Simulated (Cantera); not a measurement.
# Reactions in the system O-S

Source: NASA polynomial tables (part measured, part estimated), evaluated in Cantera. Values are per mole of reaction as written; species without (g) are pure solids or liquids, kept so even where they would boil at 1 bar.

SO3(g) = SO2(g) + O(g)

```
T (K)  ΔH° (kJ)  ΔS° (J/K)  ΔG° (kJ)  log10 K
-----  --------  ---------  --------  -------
300       348.1      152.6     302.3   -52.64
1425      349.8      157.3     125.6    -4.61
1525      349.7      157.2     109.9    -3.76
1625      349.5      157.1      94.2    -3.03
1725      349.3      157.0      78.5    -2.38
1825      349.1      156.9      62.8    -1.80
1925      348.9      156.7      47.1    -1.28
2025      348.6      156.6      31.5    -0.81
2125      348.4      156.5      15.8    -0.39
2225      348.2      156.4       0.2     0.00
2325      348.0      156.3     -15.5     0.35
2425      347.8      156.2     -31.1     0.67
```
